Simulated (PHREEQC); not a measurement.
0.018 g of hydrous ferric oxide (600 m²/g; 0.2 weak and 0.005 strong sites per Fe, Dzombak-Morel constants, diffuse double layer) in 1 kg of water with 0.3 mol/kgw of an inert sodium salt and 0.026 mmol/kgw PbCl2 and 0.02 mmol/kgw Na2SO4, at 25 °C; the pH is set by adding NaOH or the inert anion's acid. O2 is buffered at 0.21 atm. No CO2 enters from the air. No solid was allowed to form.

Base run: PHREEQC, ion-association model, wateq4f.dat. Each further column changes one thing. The table gives Pb sorbed (%).

| pH | base | no electrostatic term (-no_edl) | background salt from 0.3 to 0.03 mol/kgw | oxide from 0.018 to 0.09 g/kgw | 2.7e-05 mol/kgw SrCl2 added |
|---|---|---|---|---|---|
| 4 | 2.4 | 2.4 | 2.9 | 11.6 | 2.4 |
| 4.5 | 3.7 | 3.8 | 3.9 | 18.4 | 3.7 |
| 5 | 4.7 | 5.0 | 5.0 | 22.6 | 4.7 |
| 6 | 30.1 | 47.1 | 31.5 | 75.3 | 30.1 |
| 6.5 | 58.9 | 83.7 | 55.4 | 94.8 | 58.9 |
| 7 | 78.3 | 96.8 | 71.6 | 99.1 | 78.3 |
| 7.5 | 88.6 | 99.3 | 80.8 | 99.8 | 88.6 |
| 8.5 | 94.1 | 99.8 | 85.8 | 100.0 | 94.1 |
| 9 | 92.9 | 99.7 | 84.9 | 100.0 | 92.9 |
| 9.5 | 89.6 | 99.3 | 83.1 | 100.0 | 89.6 |
| 10 | 84.6 | 96.1 | 80.9 | 100.0 | 84.6 |
| 11 | 68.7 | 22.3 | 74.8 | 99.9 | 66.9 |
| 11.5 | 51.9 | 4.4 | 67.5 | 98.9 | 36.8 |
| 12 | 23.2 | 2.2 | 49.2 | 74.4 | 6.0 |

In at least one series the solution becomes supersaturated in solids that the run did not let form, among them Pb(OH)2.
